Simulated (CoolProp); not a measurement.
The fluid at 448.35 K and 5.16 MPa expands adiabatically to 1.51 MPa with isentropic efficiency 0.7. The same conditions are run with several fluids, on thermodynamics alone (safety and materials aside).

Values from CoolProp's reference Helmholtz-energy equation of state of each fluid (R22: Kamei 1995; R1336mzz(Z): McLinden 2020; ethane: Bücker 2006; propylene: Lemmon 2013; neopentane: Lemmon 2006).

Rank R22, R1336mzz(Z), ethane, propylene, neopentane by work (kJ/kg), highest first.

ethane (90.7), propylene (59.6), R22 (28.6), neopentane (15.3), R1336mzz(Z) (4.51)

```
fluid        final temperature (K)                       final phase  final density (kg/m³)
-----------  ---------------------  --------------------------------  ---------------------
R22                          385.6                               gas                   45.0
R1336mzz(Z)                  408.8  two-phase, vapour fraction 0.559                    182
ethane                       394.9                               gas                   14.5
propylene                    395.9                               gas                   21.3
neopentane                   389.0  two-phase, vapour fraction 0.880                   54.2
```
